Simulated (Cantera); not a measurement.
Standard-state values (1 bar) from the NASA 1993 polynomials, evaluated with Cantera. Values are per mole of reaction as written; species without (g) are pure solids or liquids, kept so even where they would boil at 1 bar.

6 OH(g) + P2(g) ⇌ 6 O(g) + 2 PH3(g), with ΔH° = 1126.2 kJ and ΔS° = 66.3 J/K at 300 K.

Problem. How far is the shortcut ΔG° ≈ ΔH°(300 K) − T·ΔS°(300 K) from the full temperature-dependent value at 1298, 1498, 1698, 1898, 2098, 2298, 2498, 2698 K?

Solution. 
| T (K) | shortcut (kJ) | full (kJ) | difference (kJ) | difference in log10 K |
|---|---|---|---|---|
| 1298 | 1040.0 | 1030.4 | 9.7 | -0.39 |
| 1498 | 1026.8 | 1011.7 | 15.1 | -0.53 |
| 1698 | 1013.5 | 992.0 | 21.5 | -0.66 |
| 1898 | 1000.2 | 971.6 | 28.6 | -0.79 |
| 2098 | 987.0 | 950.5 | 36.5 | -0.91 |
| 2298 | 973.7 | 928.7 | 45.0 | -1.02 |
| 2498 | 960.4 | 906.4 | 54.1 | -1.13 |
| 2698 | 947.2 | 883.6 | 63.6 | -1.23 |
The shortcut ignores the heat-capacity change of the reaction.
